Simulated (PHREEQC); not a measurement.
HCl is added in steps, without added water, to 1 kg of water holding 0.0061 mol KH2PO4, 0.021 mol HF and 0.1 mol ZnSO4, at 20 °C. O2 is buffered at 0.21 atm. CO2 from the air is kept out. Nothing may precipitate in this run.

Base run: PHREEQC, ion-association model, wateq4f.dat. Each further column changes one thing. The table gives H3PO4 (mol/kgw).

```csv
HCl added (mol),base,Davies equation for every ion,all activity coefficients set to 1,metal-ligand complexes left out,Debye-Hückel limiting law
0,0.00116,0.00112,0.00139,0.000849,0.000816
0.005775,0.00164,0.00159,0.00204,0.00119,0.00115
0.01155,0.00211,0.00206,0.00266,0.00155,0.00148
0.01733,0.00254,0.00248,0.00318,0.00190,0.00180
0.0231,0.00291,0.00285,0.00361,0.00223,0.00209
0.02888,0.00323,0.00317,0.00395,0.00253,0.00236
0.03465,0.00351,0.00345,0.00423,0.00281,0.00260
0.04235,0.00381,0.00376,0.00452,0.00314,0.00288
0.04813,0.00400,0.00395,0.00469,0.00337,0.00306
0.0539,0.00417,0.00412,0.00483,0.00357,0.00322
0.05967,0.00431,0.00426,0.00495,0.00375,0.00337
0.06545,0.00444,0.00439,0.00505,0.00391,0.00350
0.07122,0.00455,0.00451,0.00513,0.00406,0.00362
0.077,0.00465,0.00461,0.00521,0.00420,0.00373
```

wateq4f.dat counts part of the HF as a dimer, H2F2, which phreeqc.dat doesn't know; its constant is uncertain. H3PO4, which wateq4f.dat lacks, is added to it with the constant of phreeqc.dat. The database has no phosphate complexes of Zn.
